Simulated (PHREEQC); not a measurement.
Solution (20 °C): 0.19 mol NH4HF2, 0.0023 mol (NH4)2SiF6, 0.012 mol H3BO3 and 0.2 mol HCl per kg of water. Closed to the air; pH follows from the charge balance.

Computed with PHREEQC (ion-association model, phreeqc.dat).

### Question
The ionic strength comes out as 0.240 mol/kgw. What activity coefficients do Cl-, BF4-, BF3OH-, HF2-, SiF6-2 get?

### Answer
Cl- 0.70, BF4- 0.74, BF3OH- 0.74, HF2- 0.74, SiF6-2 0.28.

No solid was allowed to form. Species that the database lacks are ignored. SiF6-2 is the database's only silicon fluoride. Real BF4- forms and hydrolyses slowly; the run takes it at equilibrium.
